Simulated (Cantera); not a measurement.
Charge: 1 mol Cu, 0.34 mol F2, 0.65 mol N2, at 0.00133 bar.

Method: chemical equilibrium by Gibbs-energy minimisation in Cantera with the NASA 1993 tables (ideal gas, pure condensed phases). Candidate condensed phases: Cu, CuF2; 11 gas species. Mutual solubility and eutectic melting of coexisting phases are not modelled. Equilibrium is a limit: real reactors are often held back by kinetics, nucleation or transport.

Question: Which condensed phases are stable at each of these points (T (°C)): 200, 300, 400, 500, 600, 700, 800, 900, 1000, 1100, 1200?

Answer: 
```csv
T (°C),condensed phases,Cu condensed (%)
200,Cu(s) + CuF2(s),100.0
300,Cu(s) + CuF2(s),100.0
400,Cu(s) + CuF2(s),100.0
500,Cu(s) + CuF2(s),100.0
600,Cu(s) + CuF2(s),100.0
700,Cu(s) + CuF2(s),99.5
800,Cu(s) + CuF2(s),89.2
900,Cu(s),48.1
1000,Cu(s),37.7
1100,Cu(l),33.4
1200,Cu(l),31.9
```

From 200 °C to 800 °C the condensed part is Cu(s) + CuF2(s). From 900 °C to 1000 °C the condensed part is Cu(s). From 1100 °C to 1200 °C the condensed part is Cu(l).
